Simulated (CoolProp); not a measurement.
Vapour pressure (bar) of R125: the reference equation beside estimates from Tc = 66.0 °C, pc = 36.18 bar, ω = 0.305. Clausius-Clapeyron is anchored at -72.55 °C with a constant enthalpy of vaporisation of 21.21 kJ/mol.

Values from CoolProp's reference Helmholtz-energy equation of state, Lemmon 2005.

```csv
T (°C),reference,Lee-Kesler,Clausius-Clapeyron,Peng-Robinson
-80.85,0.1456,0.1419,0.1477,0.1499
-72.55,0.2558,0.2507,0.2558,0.2606
-64.25,0.4260,0.4199,0.4239,0.4307
-55.95,0.6776,0.6714,0.6760,0.6810
-47.65,1.035,1.030,1.042,1.036
-39.45,1.520,1.518,1.549,1.517
-31.15,2.175,2.178,2.253,2.166
-22.85,3.028,3.038,3.195,3.013
-14.55,4.116,4.133,4.432,4.094
-6.25,5.476,5.500,6.023,5.451
2.05,7.150,7.178,8.036,7.124
10.35,9.181,9.208,10.54,9.161
18.65,11.61,11.64,13.62,11.61
26.95,14.50,14.51,17.34,14.52
35.15,17.85,17.85,21.74,17.90
```

Absolute difference from the reference over all 15 rows, mean and median: Lee-Kesler 0.7 and 0.4 %, Clausius-Clapeyron 7.8 and 5.5 %, Peng-Robinson 0.6 and 0.4 %.
